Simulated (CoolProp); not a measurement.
Properties of ethanol along the isobar 231 bar.

Values from CoolProp's reference Helmholtz-energy equation of state, Schroeder 2014.

```json
[
 {"T (K)": "283.1", "phase": "liquid", "cp (kJ/(kg K))": "2.305", "speed of sound (m/s)": "1322", "Joule-Thomson coefficient (K/MPa)": "-0.3908", "conductivity (mW/(m K))": "178", "Prandtl number": "21.4", "fugacity coefficient": "0.0002372"},
 {"T (K)": "305", "phase": "liquid", "cp (kJ/(kg K))": "…", "speed of sound (m/s)": "1257", "Joule-Thomson coefficient (K/MPa)": "-0.3592", "conductivity (mW/(m K))": "…", "Prandtl number": "15.4", "fugacity coefficient": "…"},
 {"T (K)": "327", "phase": "liquid", "cp (kJ/(kg K))": "…", "speed of sound (m/s)": "1196", "Joule-Thomson coefficient (K/MPa)": "…", "conductivity (mW/(m K))": "170", "Prandtl number": "11.6", "fugacity coefficient": "0.002496"},
 {"T (K)": "349", "phase": "liquid", "cp (kJ/(kg K))": "2.831", "speed of sound (m/s)": "1136", "Joule-Thomson coefficient (K/MPa)": "-0.2869", "conductivity (mW/(m K))": "167", "Prandtl number": "9.19", "fugacity coefficient": "0.006248"},
 {"T (K)": "370.9", "phase": "liquid", "cp (kJ/(kg K))": "3.036", "speed of sound (m/s)": "1077", "Joule-Thomson coefficient (K/MPa)": "-0.2464", "conductivity (mW/(m K))": "163", "Prandtl number": "…", "fugacity coefficient": "0.01362"},
 {"T (K)": "392.9", "phase": "liquid", "cp (kJ/(kg K))": "3.251", "speed of sound (m/s)": "1015", "Joule-Thomson coefficient (K/MPa)": "-0.2010", "conductivity (mW/(m K))": "160", "Prandtl number": "6.29", "fugacity coefficient": "0.02664"},
 {"T (K)": "414.9", "phase": "liquid", "cp (kJ/(kg K))": "3.467", "speed of sound (m/s)": "949.6", "Joule-Thomson coefficient (K/MPa)": "-0.1495", "conductivity (mW/(m K))": "157", "Prandtl number": "5.35", "fugacity coefficient": "0.04731"},
 {"T (K)": "436.8", "phase": "liquid", "cp (kJ/(kg K))": "3.662", "speed of sound (m/s)": "881.5", "Joule-Thomson coefficient (K/MPa)": "-0.09224", "conductivity (mW/(m K))": "154", "Prandtl number": "…", "fugacity coefficient": "0.07724"},
 {"T (K)": "458.8", "phase": "liquid", "cp (kJ/(kg K))": "3.819", "speed of sound (m/s)": "811.4", "Joule-Thomson coefficient (K/MPa)": "-0.02924", "conductivity (mW/(m K))": "151", "Prandtl number": "3.93", "fugacity coefficient": "0.1177"},
 {"T (K)": "480.7", "phase": "liquid", "cp (kJ/(kg K))": "3.951", "speed of sound (m/s)": "741.6", "Joule-Thomson coefficient (K/MPa)": "0.04295", "conductivity (mW/(m K))": "148", "Prandtl number": "3.38", "fugacity coefficient": "0.1686"},
 {"T (K)": "502.7", "phase": "liquid", "cp (kJ/(kg K))": "4.105", "speed of sound (m/s)": "670.7", "Joule-Thomson coefficient (K/MPa)": "0.1390", "conductivity (mW/(m K))": "145", "Prandtl number": "2.97", "fugacity coefficient": "0.2293"},
 {"T (K)": "524.7", "phase": "supercritical", "cp (kJ/(kg K))": "4.318", "speed of sound (m/s)": "596.5", "Joule-Thomson coefficient (K/MPa)": "0.2826", "conductivity (mW/(m K))": "142", "Prandtl number": "2.67", "fugacity coefficient": "0.2977"}
]
```

### Question
Complete the blanks.

### Answer

- 305, cp (kJ/(kg K)): 2.460
- 305, conductivity (mW/(m K)): 174
- 305, fugacity coefficient: 0.0008476
- 327, cp (kJ/(kg K)): 2.638
- 327, Joule-Thomson coefficient (K/MPa): -0.3244
- 370.9, Prandtl number: 7.51
- 436.8, Prandtl number: 4.59

Viscosity comes from a separate model (Kiselev 2005). Thermal conductivity comes from a separate model (Assael 2013).
